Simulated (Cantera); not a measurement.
# Ignition delay

Mixture: CH₄ : O₂ : N₂ = 1 : 1.33 : 5.01 (molar parts), equivalence ratio 1.5, at 1100000 Pa, adiabatic and at constant pressure. Ignition delay is the time to a rise of 400 K.

Model: GRI-Mech 3.0 (53 species, 325 reactions), integrated in Cantera.

| T0 (K) | delay (ms) |
|---|---|
| 1123 | 14.1 |
| 1198 | 5.39 |
| 1273 | 2.22 |
| 1348 | 0.968 |
| 1423 | 0.443 |
| 1498 | 0.211 |
| 1573 | 0.104 |
| 1648 | 0.0538 |

apparent activation energy between 1498 and 1648 K: 190 kJ/mol
